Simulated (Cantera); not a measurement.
A freely propagating, adiabatic, planar premixed flame of CH₄ : CO : O₂ : N₂ = 1 : 0.034 : 2.4 : 9.03 (molar parts), unburnt at 600 K and 10.0 bar; mixture-averaged transport, grid criteria slope 0.08 and curve 0.16, no radiation.

Model: GRI-Mech 3.0 (53 species, 325 reactions), integrated in Cantera. Burning velocities carry a grid error of a few per cent, more on coarse grids.

Question: What does this change do: CH4 1 to 1.3 parts?

Answer: 
| quantity | before | after |
|---|---|---|
| laminar burning velocity | 45.0 cm/s | 55.6 cm/s |
| thermal thickness | 0.0711 mm | 0.0627 mm |
| peak x(H₂) | 0.00685 | 0.0187 |
| peak x(C₂H₆) | 0.000566 | 0.000928 |
| peak x(HCN) | 1.34e-6 | 1.21e-5 |

Question: What does this change do: N2 9.03 to 7.2 parts?

Answer: 
```
quantity                     before      after
------------------------  ---------  ---------
laminar burning velocity  45.0 cm/s  72.8 cm/s
thermal thickness         0.0711 mm  0.0496 mm
peak x(H₂)                  0.00685     0.0100
peak x(C₂H₆)               0.000566   0.000706
peak x(HCN)                 1.34e-6    2.12e-6
```
